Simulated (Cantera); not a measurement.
A perfectly stirred reactor is fed with NO : N₂ = 1 : 0.11 (molar parts), at 10.00 Torr; it is held at 2173 K, and followed from long to short residence time.

Computed with Cantera and GRI-Mech 3.0 (53 species, 325 reactions). Radical loss at walls, strong at low pressure, is not modelled.

### Question
Predict: x(NO) at τ = 21.0 s; x(O₂) at τ = 21.0 s; x(N₂) at τ = 21.0 s; x(NO₂) at τ = 21.0 s; x(O) at τ = 21.0 s; x(NO) at τ = 51.0 ms; x(O₂) at τ = 51.0 ms; x(N₂) at τ = 51.0 ms; x(NO₂) at τ = 51.0 ms; x(O) at τ = 51.0 ms.

### Answer
```
Quantity                Result
---------------------  -------
x(NO) at τ = 21.0 s     0.0730
x(O₂) at τ = 21.0 s      0.405
x(N₂) at τ = 21.0 s      0.510
x(NO₂) at τ = 21.0 s   1.56e-5
x(O) at τ = 21.0 s      0.0124
x(NO) at τ = 51.0 ms     0.888
x(O₂) at τ = 51.0 ms   0.00464
x(N₂) at τ = 51.0 ms     0.105
x(NO₂) at τ = 51.0 ms  2.21e-5
x(O) at τ = 51.0 ms    0.00209
```
